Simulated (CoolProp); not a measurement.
Values from CoolProp's reference Helmholtz-energy equation of state, Lemmon 2006. It is a short technical equation, of lower accuracy than the large ones.

### Question
Give the vapour pressure (kPa), liquid density (kg/m³), enthalpy of vaporisation (kJ/kg), liquid cp (kJ/(kg K)) of saturated carbon monoxide at 111.6 K.

### Answer
| T (K) | p (kPa) | liquid density (kg/m³) | enthalpy of vaporisation (kJ/kg) | liquid cp (kJ/(kg K)) |
|---|---|---|---|---|
| 111.6 | 1170 | 637 | 157 | 2.62 |
